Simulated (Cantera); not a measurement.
Feed: 1 mol TEOS, 0.68 mol CO2, 0.9 mol N2O, held at 0.00133 bar.

Equilibrium computed with Cantera from the NASA thermochemical tables; the gas is ideal and each condensed phase is pure. Candidate condensed phases: C, C6H6, C7H8, C8H18, H2O, Si, SiC, SiO2, Si2N2O, Si3N4; 151 gas species. The feed counts by its element totals alone. Kinetics and transport are ignored.

Over these rows the condensed part is C(graphite) + SiO2(β-quartz). Partial pressures as log10 of bar:

```json
[
 {"T (K)": "875", "1000/T (1/K)": "1.1429", "log p H2O": "-5.88", "log p H2": "-3.06", "log p CO": "-3.43", "log p N2": "-4.10"},
 {"T (K)": "925", "1000/T (1/K)": "1.0811", "log p H2O": "-6.31", "log p H2": "-3.06", "log p CO": "-3.43", "log p N2": "-4.10"},
 {"T (K)": "975", "1000/T (1/K)": "1.0256", "log p H2O": "-6.70", "log p H2": "-3.06", "log p CO": "-3.43", "log p N2": "-4.10"},
 {"T (K)": "1025", "1000/T (1/K)": "0.9756", "log p H2O": "-7.06", "log p H2": "-3.06", "log p CO": "-3.43", "log p N2": "-4.10"},
 {"T (K)": "1075", "1000/T (1/K)": "0.9302", "log p H2O": "?", "log p H2": "-3.06", "log p CO": "-3.43", "log p N2": "-4.10"},
 {"T (K)": "1125", "1000/T (1/K)": "0.8889", "log p H2O": "-7.67", "log p H2": "-3.06", "log p CO": "-3.43", "log p N2": "-4.10"}
]
```

Question: Fit log p(H2O) = a + b·(1000/T) to the five rows, give the apparent enthalpy, and predict the row at 1075 K.

Answer: Means: 1000/T = 1.0228, log p = -6.724. Sxy = 0.268096, Sxx = 0.0379878, so b = 7.06 and a = -6.724 − (7.06)×1.0228 = -13.95.
Apparent enthalpy: −19.145 × (7.06) = -135 kJ/mol. With the condensed phases at unit activity, H2(g) + CO(g) = H2O(g) + C(graphite) links this pressure to the main gases: over the six rows their terms move log p by +0.00 in all, so the slope is close to that reaction's ΔH°. The five rows lie within 0.01 of the line.
Prediction at 1075 K: -13.95 + (7.06)×0.9302 = -7.38. The computed value is -7.38, 0.00 from the line.
